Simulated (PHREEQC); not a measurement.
Solution (20 °C): 0.053 mol/kgw CdSO4, 0.00044 mol/kgw KCl and 0.045 mol/kgw FeSO4. Closed to the air; pH follows from the charge balance.

All values are PHREEQC results (ion-association model, phreeqc.dat), not measurements.

```csv
quantity,before,after
pH,5.95,5.49
ionic strength (mol/kgw),0.199,0.178
SO4-2 (mol/kgw),0.0402,0.0368
Cl- (mol/kgw),0.000271,0.000262
KSO4- (mol/kgw),2.99e-5,4.99e-5
HSO4- (mol/kgw),1.54e-6,1.18e-5
SI of Sylvite (KCl),-8.12,-8.37
```

Question: What was changed between the two runs?
A. temperature from 20 to 65 °C
B. FeSO4 from 0.045 to 0.0495 mol/kgw
C. FeSO4 replaced by Fe2(SO4)3 at the same molality
D. FeSO4 replaced by ZnSO4 at the same molality
E. CdSO4 replaced by Fe2(SO4)3 at the same molality

Answer: A, temperature from 20 to 65 °C

This is a speciation only: nothing precipitates in the calculation. Away from 25 °C the constants follow the database's enthalpies or fits; those with neither stay at their 25 °C values.
